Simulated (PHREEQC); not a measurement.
**Metal-bearing waste water (model solution)**

A solution holds 70 mmol/kgw MnSO4, 1.5 mmol/kgw CuCl2 and 39 mmol/kgw Na2SO4, at 25 °C. Closed to the air; pH follows from the charge balance.

Model: ion-association model, wateq4f.dat, run in PHREEQC.

This is a speciation only: nothing precipitates in the calculation.

### Question
Estimate the pH, ionic strength.

### Answer
pH 5.70; ionic strength 0.250 mol/kgw.

### Question
In which forms is Cu present?

### Answer
CuSO4 52 %, Cu+2 48 % of the Cu.

Saturation is exceeded, for instance for Brochantite, Antlerite; the values hold only as long as no solid forms. Complexes and solids missing from the database can't appear.
